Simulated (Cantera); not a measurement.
Cantera run:

```python
import numpy as np
import cantera as ct

gas_names = """
    CL
""".split()
cond_names = """
    KCL(s) KCL(L) K(cr) K(L)
""".split()


# ... load() reads the species with a 1 bar reference pressure and builds the phases ...
species = {s.name: s for s in load("nasa_gas.yaml", gas_names) + load("nasa_condensed.yaml", cond_names)}
# Each term lists the table entries of one substance; the one whose range holds T is used.
reactions = {
    'KCl = K + Cl(g)':
        [(-1, ['KCL(s)', 'KCL(L)']), (1, ['K(cr)', 'K(L)']), (1, ['CL'])],
}


def pick(names, T):
    return next(species[n] for n in names if species[n].thermo.min_temp <= T <= species[n].thermo.max_temp)


results = []
for label, terms in reactions.items():
    print(label)
    print("     T/K   dH/kJ  dS/(J/K)   dG/kJ   log10 K")
    for T in [300, 500, 650, 800, 950, 1100, 1250, 1400]:
        used = [(nu, pick(names, T)) for nu, names in terms]
        dH = sum(nu * s.thermo.h(T) for nu, s in used) / 1e6
        dS = sum(nu * s.thermo.s(T) for nu, s in used) / 1e3
        dG = dH - T * dS / 1e3
        logK = -dG * 1e6 / (ct.gas_constant * T * np.log(10))
        results.append((label, T, dH, dS, dG, logK, [s.name for _, s in used]))
        print(f"{T:8g} {dH:8.1f} {dS:8.1f} {dG:8.1f} {logK:8.2f}")
```

It prints:

```
KCl = K + Cl(g)
     T/K   dH/kJ  dS/(J/K)   dG/kJ   log10 K
     300    558.0    147.3    513.8   -89.46
     500    560.4    154.5    483.2   -50.47
     650    560.0    153.8    460.0   -36.97
     800    559.1    152.6    437.0   -28.54
     950    557.6    150.9    414.3   -22.78
    1100    528.9    123.4    393.2   -18.67
    1250    526.1    120.9    374.9   -15.67
    1400    523.5    119.0    356.9   -13.32
```

Source: NASA polynomial tables (part measured, part estimated), evaluated in Cantera. Condensed species are held in their standard states even where they would react or evaporate.
